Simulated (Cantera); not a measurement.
Standard-state values (1 bar) from the NASA 1993 polynomials, evaluated with Cantera. Values are per mole of reaction as written; species without (g) are pure solids or liquids, kept so even where they would boil at 1 bar. The tables' values for SiF₂ are old estimates.

Problem. Between 2375 and 2975 K, where is each reaction favourable under standard conditions?
- 2 SF₆(g) + 6 Si → S₂(g) + 6 SiF₂(g)

Solution. 
- 2 SF₆(g) + 6 Si → S₂(g) + 6 SiF₂(g): ΔG° is -3200 kJ at 2375 K and -3641 kJ at 2975 K; it stays negative (K > 1). ΔH° is -1482 kJ and ΔS° 726 J/K at 2975 K.
